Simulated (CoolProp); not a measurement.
Vapour-liquid equilibrium of n-heptane (1) + n-dodecane (2) at 4.11 bar; x and y are mole fractions of (1).

The numbers come from the multi-fluid Helmholtz-energy mixture model, Span 2003 and Lemmon 2004; pair parameters Bell 2016 in CoolProp.

```
x      bubble temperature (°C)  y at the bubble point  dew temperature at overall composition x (°C)  liquid density (mol/L)
-----  -----------------------  ---------------------  ---------------------------------------------  ----------------------
0.05                     273.0                  0.201                                          282.3                   3.190
0.125                    255.3                  0.448                                          277.8                   3.385
0.2                      238.7                  0.627                                          273.1                   3.577
0.275                    224.1                  0.748                                          268.1                   3.763
0.35                     211.4                  0.828                                          262.8                   3.945
0.425                    200.7                  0.881                                          257.1                   4.123
0.5                      191.6                  0.917                                          250.9                   4.299
0.575                    183.8                  0.942                                          244.0                   4.476
0.65                     177.1                  0.959                                          236.2                   4.654
0.725                    171.2                  0.973                                          227.1                   4.835
0.8                      166.0                  0.982                                          216.2                   5.021
0.875                    161.4                  0.990                                          202.0                   5.213
0.95                     157.1                  0.996                                          180.8                   5.412
```

No azeotrope shows between x = 0.05 and 0.95.

The pair parameters rest on a limited set of measurements; away from them the model extrapolates.
